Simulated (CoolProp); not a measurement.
A simple Rankine cycle with n-butane: condensing at 326.15 K, boiler at 1.96 MPa, turbine inlet 536.4 K, turbine efficiency 0.6, pump efficiency 0.7, no recuperator. Each further row changes one setting.

Model: reference Helmholtz-energy equation of state, Bücker 2006, in CoolProp.

```tsv
case	thermal efficiency (%)	net work (kJ/kg)	heat in (kJ/kg)	turbine exit temperature (K)	volume ratio over the turbine
as stated	6.3	?	801	509.5	3.68
turbine inlet 556.4 K	?	53.3	?	529.8	3.66
condensing temperature 318.15 K	7.2	59.2	822	?	4.52
boiler pressure 1.37 MPa	4.7	38.2	810	517.7	2.55
turbine efficiency 0.5	5.2	41.7	801	?	?
```

### Question
What belongs in the gaps?

### Answer

- as stated, net work (kJ/kg): 50.8
- turbine inlet 556.4 K, thermal efficiency (%): 6.2
- turbine inlet 556.4 K, heat in (kJ/kg): 858
- condensing temperature 318.15 K, turbine exit temperature (K): 505.7
- turbine efficiency 0.5, turbine exit temperature (K): 513.0
- turbine efficiency 0.5, volume ratio over the turbine: 3.70
